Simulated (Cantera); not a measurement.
An isothermal plug-flow reactor at 475 K and 4.93 atm (inlet), inlet velocity 0.41 m/s, active area per volume 360 1/m; feed H2 : O2 : N2 = 0.0052 : 0.075 : 0.79 (molar parts), equivalence ratio 0.035.

Cantera simulation using Deutschmann's 1995 Pt surface mechanism with GRI-Mech 3.0 gas chemistry; the numbers are that mechanism's predictions, not measurements. Catalytic surfaces can have several steady states; this one follows from the mechanism file's or the stated starting coverage. Mass transfer to the wall is taken as infinitely fast.

Q: Predict: x(H2) at z = 0.0034 m; x(O2) at z = 0.0034 m; x(H2O) at z = 0.0034 m; θ(free Pt) at the exit; θ(O*) at the exit; θ(OH*) at the exit.

A: 
| Quantity | Result |
|---|---|
| x(H2) at z = 0.0034 m | 0.000671 |
| x(O2) at z = 0.0034 m | 0.0838 |
| x(H2O) at z = 0.0034 m | 0.00532 |
| θ(free Pt) at the exit | 0.0114 |
| θ(O*) at the exit | 0.957 |
| θ(OH*) at the exit | 0.0312 |
